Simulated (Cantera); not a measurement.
An isothermal, constant-pressure homogeneous reactor starts with 18.0 % H₂, 82.0 % O₂, equivalence ratio 0.11, at 1200 K and 20.0 Torr.

Cantera simulation using the H2/O2 subset of GRI-Mech 3.0, which has no nitrogen chemistry; the numbers are that mechanism's predictions, not measurements. Radical loss at walls, strong at low pressure, is not modelled. The temperature is held fixed by assumption; the heat of reaction is taken as removed at once.

x: mole fraction; the columns are a selection and need not sum to one.

```tsv
t (s)	x H₂	x O₂	x O	x H₂O	x H	x H₂O₂	x HO₂
2.00e-5	0.180	0.820	1.59e-9	1.00e-9	4.83e-9	1.59e-12	[?]
9.71e-5	0.180	0.820	4.63e-8	8.88e-8	6.85e-8	3.75e-11	[?]
0.000472	0.175	0.817	0.00146	0.00355	0.00207	1.88e-8	[?]
0.00229	0.00572	0.748	0.0448	0.164	0.0300	6.35e-7	[?]
0.0111	0.000721	0.796	0.00513	0.195	0.00113	6.08e-7	[?]
0.0540	2.82e-5	0.801	0.000205	0.198	8.99e-6	1.63e-7	[?]
0.262	2.09e-6	0.802	1.60e-5	0.198	1.96e-7	3.39e-8	[?]
1.27	2.69e-7	0.802	2.13e-6	0.198	9.49e-9	7.19e-9	[?]
6.18	4.74e-8	0.802	3.80e-7	0.198	7.19e-10	1.63e-9	[?]
30.0	1.80e-8	0.802	1.44e-7	0.198	1.70e-10	7.16e-10	[?]
```

Task: Fill in the missing entries.

Result: 
- 2.00e-5, x HO₂: 5.44e-9
- 9.71e-5, x HO₂: 2.68e-8
- 0.000472, x HO₂: 6.44e-6
- 0.00229, x HO₂: 1.73e-5
- 0.0111, x HO₂: 1.13e-5
- 0.0540, x HO₂: 1.50e-6
- 0.262, x HO₂: 1.59e-7
- 1.27, x HO₂: 2.82e-8
- 6.18, x HO₂: 1.62e-8
- 30.0, x HO₂: 2.05e-8
